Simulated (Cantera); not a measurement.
A closed system holds: 1 mol toluene, 0.59 mol O₂, 0.63 mol H₂, held at 95.0 Pa.

Cantera equilibrium calculation (NASA polynomials, part measured and part estimated; ideal gas, pure solids and liquids). Candidate condensed phases: C, C₆H₆, C₇H₈, C₈H₁₈, H₂O; 110 gas species. Equilibrium is a limit: real reactors are often held back by kinetics, nucleation or transport.

**Question.** Which condensed phases are stable at each of these points (T (K)): 2473, 2523, 2573, 2623, 2673, 2723, 2773, 2823, 2873, 2923, 2973?

**Answer.** 
```json
[
 {"T (K)": "2473", "condensed phases": "C(graphite)", "C condensed (%)": "82.1"},
 {"T (K)": "2523", "condensed phases": "C(graphite)", "C condensed (%)": "81.9"},
 {"T (K)": "2573", "condensed phases": "C(graphite)", "C condensed (%)": "81.4"},
 {"T (K)": "2623", "condensed phases": "C(graphite)", "C condensed (%)": "80.5"},
 {"T (K)": "2673", "condensed phases": "C(graphite)", "C condensed (%)": "78.9"},
 {"T (K)": "2723", "condensed phases": "C(graphite)", "C condensed (%)": "75.9"},
 {"T (K)": "2773", "condensed phases": "C(graphite)", "C condensed (%)": "70.0"},
 {"T (K)": "2823", "condensed phases": "C(graphite)", "C condensed (%)": "58.9"},
 {"T (K)": "2873", "condensed phases": "C(graphite)", "C condensed (%)": "37.6"},
 {"T (K)": "2923", "condensed phases": "gas only", "C condensed (%)": "0.0"},
 {"T (K)": "2973", "condensed phases": "gas only", "C condensed (%)": "0.0"}
]
```

From 2473 K to 2873 K the condensed part is C(graphite). From 2923 K to 2973 K nothing is condensed.
